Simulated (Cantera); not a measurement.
An isothermal, constant-pressure homogeneous reactor starts with CO : O₂ : H₂O : N₂ = 0.0014 : 0.045 : 0.027 : 1 (molar parts), equivalence ratio 0.016, at 1500 K and 4.93 atm. Integrator tolerance rtol = 1e-08.

Detailed kinetics in Cantera: GRI-Mech 3.0 (53 species, 325 reactions).

Task: What does this change do: pressure from 4.93 atm to 9.87 atm?

Result: 
| quantity | before | after |
|---|---|---|
| x(CO) at 100 s | 1.41e-8 (gas-phase equilibrium 1.42e-8) | 1.00e-8 (gas-phase equilibrium 1.00e-8) |
| x(O₂) at 100 s | 0.0413 (gas-phase equilibrium 0.0410) | 0.0413 (gas-phase equilibrium 0.0410) |
| x(H₂O) at 100 s | 0.0252 (gas-phase equilibrium 0.0252) | 0.0252 (gas-phase equilibrium 0.0252) |
| x(NO) at 100 s | 6.36e-6 (gas-phase equilibrium 0.000591) | 1.09e-5 (gas-phase equilibrium 0.000591) |
| x(H₂) at 100 s | 1.05e-7 (gas-phase equilibrium 1.06e-7) | 7.46e-8 (gas-phase equilibrium 7.48e-8) |
| x(OH) at 100 s | 1.75e-5 (gas-phase equilibrium 1.75e-5) | 1.47e-5 (gas-phase equilibrium 1.47e-5) |
| x(N₂O) at 100 s | 8.83e-8 (gas-phase equilibrium 8.81e-8) | 1.25e-7 (gas-phase equilibrium 1.25e-7) |

Task: What does this change do: H2O 0.027 to 0.0083 parts?

Result: 
```
quantity                                           before                                     after
---------------  ----------------------------------------  ----------------------------------------
x(CO) at 100 s    1.41e-8 (gas-phase equilibrium 1.42e-8)   1.43e-8 (gas-phase equilibrium 1.43e-8)
x(O₂) at 100 s      0.0413 (gas-phase equilibrium 0.0410)     0.0420 (gas-phase equilibrium 0.0417)
x(H₂O) at 100 s     0.0252 (gas-phase equilibrium 0.0252)   0.00787 (gas-phase equilibrium 0.00787)
x(NO) at 100 s   6.36e-6 (gas-phase equilibrium 0.000591)  6.59e-6 (gas-phase equilibrium 0.000601)
x(H₂) at 100 s    1.05e-7 (gas-phase equilibrium 1.06e-7)   3.27e-8 (gas-phase equilibrium 3.28e-8)
x(OH) at 100 s    1.75e-5 (gas-phase equilibrium 1.75e-5)   9.85e-6 (gas-phase equilibrium 9.83e-6)
x(N₂O) at 100 s   8.83e-8 (gas-phase equilibrium 8.81e-8)   9.07e-8 (gas-phase equilibrium 9.05e-8)
```

Task: What does this change do: temperature 1500 to 1100 K?

Result: 
```
quantity                                           before                                      after
---------------  ----------------------------------------  -----------------------------------------
x(CO) at 100 s    1.41e-8 (gas-phase equilibrium 1.42e-8)  3.86e-12 (gas-phase equilibrium 3.86e-12)
x(O₂) at 100 s      0.0413 (gas-phase equilibrium 0.0410)      0.0413 (gas-phase equilibrium 0.0413)
x(H₂O) at 100 s     0.0252 (gas-phase equilibrium 0.0252)      0.0252 (gas-phase equilibrium 0.0252)
x(NO) at 100 s   6.36e-6 (gas-phase equilibrium 0.000591)   1.67e-10 (gas-phase equilibrium 4.12e-5)
x(H₂) at 100 s    1.05e-7 (gas-phase equilibrium 1.06e-7)  7.35e-11 (gas-phase equilibrium 7.35e-11)
x(OH) at 100 s    1.75e-5 (gas-phase equilibrium 1.75e-5)    1.52e-7 (gas-phase equilibrium 1.52e-7)
x(N₂O) at 100 s   8.83e-8 (gas-phase equilibrium 8.81e-8)    7.53e-9 (gas-phase equilibrium 7.53e-9)
```
